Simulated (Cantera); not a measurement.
Feed: 1 mol Fe3O4, 1.5 mol CH4, 0.33 mol CO, at 2.10 bar.

These are equilibrium values from Cantera (NASA tables, ideal gas, pure condensed phases), not measurements of a reactor. Candidate condensed phases: C, C6H6, C7H8, C8H18, Fe, Fe(CO)5, FeO, Fe(OH)2, Fe(OH)3, Fe2O3, Fe3O4, H2O; 114 gas species. Each liquid is taken as pure. Mutual solubility and eutectic melting of coexisting phases are not modelled. The tables' stoichiometric FeO is somewhat more stable than real wüstite, so its field is too wide. FeO: taken at fixed stoichiometry. Rates play no part.

Which condensed phases are stable at each of these points (T (°C)): 1300, 1350, 1400, 1450, 1500, 1550, 1600, 1650, 1700, 1750, 1800, 1850?


| T (°C) | condensed phases | Fe condensed (%) |
|---|---|---|
| 1300 | Fe(γ) + FeO(s) | 100.0 |
| 1350 | Fe(γ) + FeO(s) | 100.0 |
| 1400 | Fe(δ) + FeO(l) | 100.0 |
| 1450 | Fe(δ) + FeO(l) | 100.0 |
| 1500 | Fe(δ) + FeO(l) | 100.0 |
| 1550 | Fe(l) + FeO(l) | 100.0 |
| 1600 | Fe(l) + FeO(l) | 100.0 |
| 1650 | Fe(l) + FeO(l) | 100.0 |
| 1700 | Fe(l) + FeO(l) | 100.0 |
| 1750 | Fe(l) + FeO(l) | 99.9 |
| 1800 | Fe(l) + FeO(l) | 99.9 |
| 1850 | Fe(l) + FeO(l) | 99.9 |

From 1300 °C to 1350 °C the condensed part is Fe(γ) + FeO(s). From 1400 °C to 1500 °C the condensed part is Fe(δ) + FeO(l). From 1550 °C to 1850 °C the condensed part is Fe(l) + FeO(l).
